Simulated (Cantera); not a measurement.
A perfectly stirred reactor is fed with 0.764 % CH₃OH, 2.51 % O₂, 96.7 % N₂, equivalence ratio 0.46, at 1.10 bar; it is held at 1050 K, and followed from long to short residence time.

Computed with Cantera and GRI-Mech 3.0 (53 species, 325 reactions). GRI-Mech 3.0 was tuned for natural gas; its chemistry of methanol as a main component is partial and can be far from experiment.

Task: Predict: x(CH₃OH) at τ = 0.950 s; x(O₂) at τ = 0.950 s; x(CO₂) at τ = 0.950 s; x(CH₃OH) at τ = 70.0 ms; x(O₂) at τ = 70.0 ms; x(CO₂) at τ = 70.0 ms.

Result: 
```json
{
 "x(CH₃OH) at τ = 0.950 s": "0.000148",
 "x(O₂) at τ = 0.950 s": "0.0156",
 "x(CO₂) at τ = 0.950 s": "0.00449",
 "x(CH₃OH) at τ = 70.0 ms": "0.00206",
 "x(O₂) at τ = 70.0 ms": "0.0206",
 "x(CO₂) at τ = 70.0 ms": "0.000595"
}
```
